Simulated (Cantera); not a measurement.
A Cantera script and its output.

```python
import numpy as np
import cantera as ct

gas = ct.Solution("gri30.yaml")
gas.TPX = 675, 13332, {'CH4': 1, 'H2': 0.59, 'O2': 2.7, 'N2': 9.72}
flame = ct.FreeFlame(gas, width=0.16)
flame.set_refine_criteria(ratio=3, slope=0.08, curve=0.16)
flame.transport_model = "mixture-averaged"
flame.solve(loglevel=0, auto=True)
z, T = flame.grid, flame.T
thick = (T[-1] - T[0]) / np.gradient(T, z).max()
show = ['CH4', 'H2', 'O2', 'O', 'NO', 'C2H']
print(f"laminar burning velocity  {flame.velocity[0] * 100:.3f} cm/s")
print(f"burnt temperature         {T[-1]:.1f} K")
print(f"thermal thickness         {thick * 1e3:.4f} mm")
print(f"grid points               {len(z)}")
z0 = z[flame.heat_release_rate.argmax()]
print(f"{'z/mm':>9s}{'T/K':>9s}{'u/(m/s)':>9s}" + "".join(f"{s:>11s}" for s in show))
rows = []
for k in (-3, -2, -1.5, -1, -0.5, -0.25, 0, 0.25, 0.5, 1, 2, 4, 8):
    zz = z0 + k * thick
    rows.append([k * thick, np.interp(zz, z, T), np.interp(zz, z, flame.velocity),
                 *(np.interp(zz, z, flame.X[gas.species_index(s)]) for s in show)])
    print(f"{rows[-1][0] * 1e3:9.3f}{rows[-1][1]:9.1f}{rows[-1][2]:9.3f}" + "".join(f"{x:11.3e}" for x in rows[-1][3:]))
```

It prints:

```
laminar burning velocity  306.750 cm/s
burnt temperature         2288.8 K
thermal thickness         1.7636 mm
grid points               159
     z/mm      T/K  u/(m/s)        CH4         H2         O2          O         NO        C2H
   -5.291    675.0    3.068  7.138e-02  4.211e-02  1.927e-01  2.124e-08  1.013e-12  9.835e-24
   -3.527    675.6    3.070  7.136e-02  4.209e-02  1.927e-01  2.896e-07  2.423e-11  9.255e-21
   -2.645    678.6    3.084  7.123e-02  4.206e-02  1.926e-01  1.336e-06  3.113e-10  1.481e-18
   -1.764    702.2    3.194  7.024e-02  4.200e-02  1.915e-01  7.470e-06  5.216e-09  3.818e-16
   -0.882    905.6    4.144  5.898e-02  4.184e-02  1.780e-01  8.891e-05  1.157e-07  1.878e-12
   -0.441   1234.2    5.703  3.641e-02  4.074e-02  1.473e-01  4.762e-04  4.803e-07  1.096e-09
    0.000   1601.5    7.479  1.076e-02  3.492e-02  1.016e-01  2.460e-03  1.486e-06  5.660e-08
    0.441   1764.5    8.283  1.299e-03  2.483e-02  6.981e-02  6.926e-03  2.933e-06  5.201e-08
    0.882   1799.8    8.451  8.906e-05  1.869e-02  5.640e-02  1.021e-02  3.998e-06  3.903e-09
    1.764   1823.1    8.535  4.165e-07  1.652e-02  4.904e-02  1.188e-02  5.199e-06  6.498e-12
    3.527   1852.1    8.637  6.504e-11  1.693e-02  4.585e-02  1.202e-02  6.901e-06  2.335e-16
    7.054   1891.4    8.790  5.628e-15  1.663e-02  4.426e-02  1.138e-02  1.016e-05  7.809e-21
   14.109   1949.4    9.020  5.011e-18  1.544e-02  4.294e-02  1.007e-02  1.669e-05  5.162e-25
```

Computed with Cantera and GRI-Mech 3.0 (53 species, 325 reactions). Burning velocities carry a grid error of a few per cent, more on coarse grids.
